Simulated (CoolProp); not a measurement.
Vapour pressure (bar) of R134a: the reference equation beside estimates from Tc = 101.1 °C, pc = 40.59 bar, ω = 0.327. Clausius-Clapeyron is anchored at -11.85 °C with a constant enthalpy of vaporisation of 21.15 kJ/mol.

Model: reference Helmholtz-energy equation of state, Tillner-Roth 1994, in CoolProp.

```json
[
 {"T (°C)": "-11.85", "reference": "1.864", "Lee-Kesler": "1.863", "Clausius-Clapeyron": "1.864", "Redlich-Kwong": "3.476", "Soave-Redlich-Kwong": "1.862"},
 {"T (°C)": "-7.25", "reference": "2.233", "Lee-Kesler": "2.237", "Clausius-Clapeyron": "2.205", "Redlich-Kwong": "4.022", "Soave-Redlich-Kwong": "2.235"},
 {"T (°C)": "-2.55", "reference": "2.667", "Lee-Kesler": "2.675", "Clausius-Clapeyron": "2.604", "Redlich-Kwong": "4.642", "Soave-Redlich-Kwong": "2.673"},
 {"T (°C)": "2.05", "reference": "3.152", "Lee-Kesler": "3.165", "Clausius-Clapeyron": "3.047", "Redlich-Kwong": "5.311", "Soave-Redlich-Kwong": "3.164"},
 {"T (°C)": "6.75", "reference": "3.714", "Lee-Kesler": "3.734", "Clausius-Clapeyron": "3.559", "Redlich-Kwong": "6.063", "Soave-Redlich-Kwong": "3.735"},
 {"T (°C)": "11.35", "reference": "4.336", "Lee-Kesler": "4.362", "Clausius-Clapeyron": "4.122", "Redlich-Kwong": "6.869", "Soave-Redlich-Kwong": "4.367"},
 {"T (°C)": "16.05", "reference": "5.051", "Lee-Kesler": "5.082", "Clausius-Clapeyron": "4.767", "Redlich-Kwong": "7.767", "Soave-Redlich-Kwong": "5.093"},
 {"T (°C)": "20.65", "reference": "5.833", "Lee-Kesler": "5.871", "Clausius-Clapeyron": "5.471", "Redlich-Kwong": "8.722", "Soave-Redlich-Kwong": "5.889"},
 {"T (°C)": "25.35", "reference": "6.723", "Lee-Kesler": "6.767", "Clausius-Clapeyron": "6.270", "Redlich-Kwong": "9.778", "Soave-Redlich-Kwong": "6.797"},
 {"T (°C)": "29.95", "reference": "7.691", "Lee-Kesler": "7.739", "Clausius-Clapeyron": "7.135", "Redlich-Kwong": "10.90", "Soave-Redlich-Kwong": "7.783"},
 {"T (°C)": "34.65", "reference": "8.784", "Lee-Kesler": "8.835", "Clausius-Clapeyron": "8.111", "Redlich-Kwong": "12.12", "Soave-Redlich-Kwong": "8.899"},
 {"T (°C)": "39.25", "reference": "9.963", "Lee-Kesler": "10.02", "Clausius-Clapeyron": "9.160", "Redlich-Kwong": "13.41", "Soave-Redlich-Kwong": "10.10"},
 {"T (°C)": "43.95", "reference": "11.29", "Lee-Kesler": "11.34", "Clausius-Clapeyron": "10.34", "Redlich-Kwong": "14.83", "Soave-Redlich-Kwong": "11.45"},
 {"T (°C)": "48.55", "reference": "12.71", "Lee-Kesler": "12.76", "Clausius-Clapeyron": "11.59", "Redlich-Kwong": "16.30", "Soave-Redlich-Kwong": "12.90"},
 {"T (°C)": "53.15", "reference": "14.25", "Lee-Kesler": "14.31", "Clausius-Clapeyron": "12.96", "Redlich-Kwong": "17.87", "Soave-Redlich-Kwong": "14.48"}
]
```

Absolute difference from the reference over all 15 rows, mean and median: Lee-Kesler 0.5 and 0.5 %, Clausius-Clapeyron 5.6 and 6.2 %, Redlich-Kwong 51.9 and 49.5 %, Soave-Redlich-Kwong 0.9 and 1.0 %.
